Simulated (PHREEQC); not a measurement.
Model water analysis in mg/L, 80 °C, pH 2.91, pe 12.7:

```json
[
 {"constituent": "Na", "mg/L": "262"},
 {"constituent": "K", "mg/L": "0.577"},
 {"constituent": "Ca", "mg/L": "30.6"},
 {"constituent": "Mg", "mg/L": "3.43"},
 {"constituent": "Cl", "mg/L": "28.7"},
 {"constituent": "S(6) as SO4", "mg/L": "782"},
 {"constituent": "F", "mg/L": "0.316"},
 {"constituent": "Al", "mg/L": "17.1"}
]
```

Valence states are taken as typed.

The numbers come from PHREEQC with the ion-association model, phreeqc.dat.

Precipitation was switched off in this run.

### Question
Order these Ca species by the share of Ca that they hold, largest first: CaSO4, Ca+2, CaHSO4+.

### Answer
Ca+2 (71 %), CaSO4 (29 %), CaHSO4+ (0.79 %)

The pH is 2.91 and the ionic strength 0.0203 mol/kgw. Away from 25 °C the constants follow the database's enthalpies or fits; those with neither stay at their 25 °C values. Fluoro complexes past AlF4- and FeF3 are missing from the database.
